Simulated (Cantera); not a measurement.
Charge: 1 mol C, 0.1 mol H2O, 13 mol N2, equilibrated at 450 °C and 1 atm.

These are equilibrium values from Cantera (NASA tables, ideal gas, pure condensed phases), not measurements of a reactor. Candidate condensed phases: C, C6H6, C7H8, C8H18, H2O; 136 gas species. Kinetics and transport are ignored.

Base state: N2 0.989, H2 0.00576, CO2 0.00244, H2O 0.00148, CO 0.00124, CH4 0.000180 (mole fractions); condensed: C(graphite).

Task: What changes in the equilibrium state with this change: temperature from 450 °C to 375 °C?

Result: 
```json
[
 {"species": "N2", "before": "0.989", "after": "0.990"},
 {"species": "H2", "before": "0.00576", "after": "0.00407"},
 {"species": "H2O", "before": "0.00148", "after": "0.00263"},
 {"species": "CO", "before": "0.00124", "after": "0.000231"},
 {"species": "CH4", "before": "0.000180", "after": "0.000458"},
 {"species": "CO2", "before": "0.00244", "after": "0.00238"},
 {"species": "C(graphite), mol", "before": "0.949", "after": "0.960"}
]
```

Task: What changes in the equilibrium state with this change: temperature from 450 °C to 1652 °C?

Result: 
```csv
species,before,after
N2,0.989,0.984
CO,0.00124,0.00758
H2,0.00576,0.00706
CO2,0.00244,2.16e-9
HCN,<1e-9,0.000904
H2O,0.00148,8.66e-9
H,<1e-9,7.98e-5
"C(graphite), mol",0.949,0.887
```

Task: What changes in the equilibrium state with this change: H2O from 0.1 to 0.22 mol?

Result: 
```json
[
 {"species": "N2", "before": "0.989", "after": "0.977"},
 {"species": "H2", "before": "0.00576", "after": "0.0110"},
 {"species": "CO2", "before": "0.00244", "after": "0.00527"},
 {"species": "CH4", "before": "0.000180", "after": "0.000659"},
 {"species": "H2O", "before": "0.00148", "after": "0.00417"},
 {"species": "CO", "before": "0.00124", "after": "0.00182"},
 {"species": "C(graphite), mol", "before": "0.949", "after": "0.897"}
]
```
